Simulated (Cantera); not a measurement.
Input: 1 mol (CH3)2SiCl2, 0.33 mol C2H4, 1200 mol H2, at 10.0 mbar.

Cantera equilibrium calculation (NASA polynomials, part measured and part estimated; ideal gas, pure solids and liquids). Candidate condensed phases: C, C6H6, C7H8, C8H18, Si, SiC; 109 gas species. The feed counts by its element totals alone. Rates play no part.

Q: Which condensed phases are stable at each of these points (T (K)): 1223, 1323, 1423, 1523, 1623, 1723, 1823, 1923, 2023, 2123, 2223, 2323, 2423?

A: 
```tsv
T (K)	condensed phases	Si condensed (%)
1223	C(graphite) + SiC(s)	100.0
1323	C(graphite) + SiC(s)	100.0
1423	C(graphite) + SiC(s)	100.0
1523	C(graphite) + SiC(s)	100.0
1623	C(graphite) + SiC(s)	100.0
1723	C(graphite) + SiC(s)	99.7
1823	C(graphite) + SiC(s)	98.2
1923	C(graphite) + SiC(s)	90.0
2023	SiC(s)	50.3
2123	gas only	0.0
2223	gas only	0.0
2323	gas only	0.0
2423	gas only	0.0
```

From 1223 K to 1923 K the condensed part is C(graphite) + SiC(s). At 2023 K the condensed part is SiC(s). From 2123 K to 2423 K nothing is condensed.
